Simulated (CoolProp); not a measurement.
R410A at 298.15 K and 4.52 MPa is throttled through a valve to 1.97 MPa with no heat exchange. Each further row changes one setting.

Model: reference Helmholtz-energy equation of state, Lemmon 2003, in CoolProp. It is a pseudo-pure fit of the blend.

```tsv
case	temperature change (K)	final phase	final density (kg/m³)
as stated	-0.5	liquid	1060
outlet pressure 0.591 MPa	-34.2	two-phase, vapour fraction 0.226	94.0
outlet pressure 2.56 MPa	-0.4	liquid	1070
```
